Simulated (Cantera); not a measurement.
Charge: 1 mol Cr, 11 mol N2, 2.3 mol N2O, equilibrated at 1 atm.

Equilibrium computed with Cantera from the NASA thermochemical tables; the gas is ideal and each condensed phase is pure. Candidate condensed phases: Cr, CrN, Cr2N, Cr2O3; 14 gas species. Rates play no part.

Problem. At 2225 °C, list the 7 most abundant gas species with their mole fractions, and the condensed phases.

Solution. N2 0.963, O2 0.0231, NO 0.00841, CrO2 0.00274, O 0.00217, CrO 0.000332, CrO3 8.13e-5. Condensed: Cr2O3(s).
